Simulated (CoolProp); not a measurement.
Ethylene along the isotherm 429.1 K: fugacity coefficient from the reference equation and from simpler models built on Tc = 282.4 K, pc = 5042 kPa, ω = 0.087; each cubic takes its own stable root.

Computed with CoolProp (reference Helmholtz-energy equation of state, Smukala 2000).

```
p (kPa)          phase   reference  Redlich-Kwong  Soave-Redlich-Kwong  Peng-Robinson
-------  -------------  ----------  -------------  -------------------  -------------
1260               gas      0.9794         0.9771               0.9806         0.9749
2520               gas      0.9594         0.9550               0.9620         0.9509
3780               gas      0.9399         0.9336               0.9440         0.9280
5040               gas      0.9211         0.9130               0.9269         0.9063
6300     supercritical      0.9029     (withheld)               0.9104         0.8858
7560     supercritical  (withheld)     (withheld)               0.8948         0.8664
8820     supercritical      0.8685         0.8565               0.8800         0.8481
10100    supercritical      0.8522         0.8393               0.8659         0.8307
11300    supercritical  (withheld)         0.8240               0.8534         0.8154
12600    supercritical      0.8228     (withheld)               0.8408         0.8000
```

**Question.** Complete the blanks.

**Answer.** 
- 6300, Redlich-Kwong: 0.8933
- 7560, reference: 0.8853
- 7560, Redlich-Kwong: 0.8745
- 11300, reference: 0.8377
- 12600, Redlich-Kwong: 0.8085
